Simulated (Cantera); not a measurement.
Cantera run, input and output.

```python
import numpy as np
import cantera as ct

gas = ct.Solution("h2o2.yaml")
gas.TPX = 500, 520000, {'H2': 1, 'O2': 0.312, 'N2': 1.17}
flame = ct.FreeFlame(gas, width=0.013)
flame.set_refine_criteria(ratio=3, slope=0.08, curve=0.16)
flame.transport_model = "mixture-averaged"
flame.solve(loglevel=0, auto=True)
z, T = flame.grid, flame.T
thick = (T[-1] - T[0]) / np.gradient(T, z).max()
show = ['H2', 'O2', 'H2O2', 'O', 'H2O', 'H']
print(f"laminar burning velocity  {flame.velocity[0] * 100:.3f} cm/s")
print(f"burnt temperature         {T[-1]:.1f} K")
print(f"thermal thickness         {thick * 1e3:.4f} mm")
print(f"grid points               {len(z)}")
z0 = z[flame.heat_release_rate.argmax()]
print(f"{'z/mm':>9s}{'T/K':>9s}{'u/(m/s)':>9s}" + "".join(f"{s:>11s}" for s in show))
rows = []
for k in (-3, -2, -1.5, -1, -0.5, -0.25, 0, 0.25, 0.5, 1, 2, 4, 8):
    zz = z0 + k * thick
    rows.append([k * thick, np.interp(zz, z, T), np.interp(zz, z, flame.velocity),
                 *(np.interp(zz, z, flame.X[gas.species_index(s)]) for s in show)])
    print(f"{rows[-1][0] * 1e3:9.3f}{rows[-1][1]:9.1f}{rows[-1][2]:9.3f}" + "".join(f"{x:11.3e}" for x in rows[-1][3:]))
```

Output:

```
laminar burning velocity  680.329 cm/s
burnt temperature         2377.5 K
thermal thickness         0.0491 mm
grid points               110
     z/mm      T/K  u/(m/s)         H2         O2       H2O2          O        H2O          H
   -0.147    500.0    6.803  4.029e-01  1.257e-01  4.312e-13  1.218e-12  1.512e-10  7.359e-15
   -0.098    500.0    6.803  4.029e-01  1.257e-01  4.042e-11  9.343e-11  1.025e-08  5.733e-13
   -0.074    500.0    6.803  4.028e-01  1.257e-01  5.716e-10  1.083e-09  1.222e-07  6.769e-12
   -0.049    500.6    6.806  4.024e-01  1.258e-01  2.235e-08  2.754e-08  3.489e-06  4.475e-10
   -0.025    543.2    7.280  3.920e-01  1.271e-01  1.484e-05  7.223e-06  1.381e-03  3.364e-05
   -0.012    840.1   10.874  3.525e-01  1.201e-01  8.342e-05  2.543e-04  2.647e-02  3.342e-03
    0.000   1295.0   16.260  2.777e-01  8.941e-02  2.875e-05  2.023e-03  9.823e-02  2.111e-02
    0.012   1626.6   20.181  2.033e-01  4.379e-02  4.399e-06  3.721e-03  1.855e-01  4.303e-02
    0.025   1803.6   22.249  1.652e-01  1.694e-02  2.315e-06  3.285e-03  2.358e-01  5.230e-02
    0.049   1959.8   23.997  1.505e-01  3.422e-03  1.181e-06  2.156e-03  2.631e-01  4.889e-02
    0.098   2090.6   25.386  1.541e-01  1.063e-03  6.149e-07  1.283e-03  2.714e-01  3.648e-02
    0.196   2198.4   26.490  1.593e-01  5.006e-04  3.335e-07  6.348e-04  2.769e-01  2.446e-02
    0.393   2277.2   27.274  1.633e-01  2.072e-04  1.744e-07  2.626e-04  2.814e-01  1.524e-02
```

Cantera simulation using the H2/O2 subset of GRI-Mech 3.0, which has no nitrogen chemistry; the numbers are that mechanism's predictions, not measurements. The hydrogen kinetics of GRI-Mech 3.0 are dated; newer H2 mechanisms differ, most at raised pressure. Burning velocities carry a grid error of a few per cent, more on coarse grids.
